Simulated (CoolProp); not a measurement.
A single-stage vapour-compression cycle with methanol: evaporating at 325.15 K (dew point), condensing at 346.15 K (bubble point), superheat 10 K, subcooling 0 K, compressor efficiency 0.75, no pressure losses. Each further row changes one setting.

Values from CoolProp's reference Helmholtz-energy equation of state, de Reuck 1993.

```json
[
 {"case": "as stated", "cooling COP": "[?]", "pressure ratio": "2.31", "discharge temperature (K)": "397.7", "refrigerating effect (kJ/kg)": "1100", "volumetric capacity (kJ/m³)": "784"},
 {"case": "evaporating temperature 330.15 K", "cooling COP": "[?]", "pressure ratio": "[?]", "discharge temperature (K)": "[?]", "refrigerating effect (kJ/kg)": "1100", "volumetric capacity (kJ/m³)": "[?]"},
 {"case": "condensing temperature 341.15 K", "cooling COP": "14.3", "pressure ratio": "[?]", "discharge temperature (K)": "382.5", "refrigerating effect (kJ/kg)": "1110", "volumetric capacity (kJ/m³)": "795"},
 {"case": "subcooling 5 K", "cooling COP": "10.9", "pressure ratio": "2.31", "discharge temperature (K)": "397.7", "refrigerating effect (kJ/kg)": "1110", "volumetric capacity (kJ/m³)": "795"},
 {"case": "superheat 20 K", "cooling COP": "10.6", "pressure ratio": "2.31", "discharge temperature (K)": "411.5", "refrigerating effect (kJ/kg)": "1120", "volumetric capacity (kJ/m³)": "[?]"},
 {"case": "compressor efficiency 0.65", "cooling COP": "[?]", "pressure ratio": "2.31", "discharge temperature (K)": "406.7", "refrigerating effect (kJ/kg)": "1100", "volumetric capacity (kJ/m³)": "784"}
]
```

What belongs in the gaps?


- as stated, cooling COP: 10.8
- evaporating temperature 330.15 K, cooling COP: 14.6
- evaporating temperature 330.15 K, pressure ratio: 1.87
- evaporating temperature 330.15 K, discharge temperature (K): 385.9
- evaporating temperature 330.15 K, volumetric capacity (kJ/m³): 962
- condensing temperature 341.15 K, pressure ratio: 1.91
- superheat 20 K, volumetric capacity (kJ/m³): 770
- compressor efficiency 0.65, cooling COP: 9.35
